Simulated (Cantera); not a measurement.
Charge: 1 mol PbO, 0.28 mol H2, 0.027 mol O2.

Method: chemical equilibrium by Gibbs-energy minimisation in Cantera with the NASA 1993 tables (ideal gas, pure condensed phases). Candidate condensed phases: H2O, Pb, PbO, PbO2, Pb3O4; 12 gas species. Each liquid is taken as pure. Mutual solubility and eutectic melting of coexisting phases are not modelled. The numbers say what is thermodynamically allowed, not how fast it happens.

**Question.** What condenses at these points (T in K, P in Pa): (1223, 32); (923, 10000); (1423, 320); (823, 1000000); (1123, 3200); (1223, 1000000)?

**Answer.** 
| T (K) | P in Pa | condensed phases | Pb condensed (%) |
|---|---|---|---|
| 1223 | 32 | PbO | 51.2 |
| 923 | 10000 | Pb + PbO | 100.0 |
| 1423 | 320 | gas only | 0.0 |
| 823 | 1000000 | Pb + PbO | 100.0 |
| 1123 | 3200 | Pb + PbO | 99.8 |
| 1223 | 1000000 | Pb + PbO | 100.0 |
